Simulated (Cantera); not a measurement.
**Thermodynamics of abatement and gas-phase synthesis, feed CS2 + SO2 + O2**

Input: 1 mol CS2, 0.03 mol SO2, 0.14 mol O2, held at 2173 K and 47.0 mbar.

Equilibrium computed with Cantera from the NASA thermochemical tables; the gas is ideal and each condensed phase is pure. Candidate condensed phases: C, S; 22 gas species. The numbers say what is thermodynamically allowed, not how fast it happens.

The x(S2) comes out as 0.309 and the x(CS2) is 0.274. The x(CO) is 0.227 and the x(CS) is 0.167. The x(S) is 0.0231, the x(COS) comes out as 0.000391 and the gas amount is 1.497 mol. The log10 activity of C(graphite) (absent) is -0.65 and the log10 activity of S(l) (absent) is -2.58.
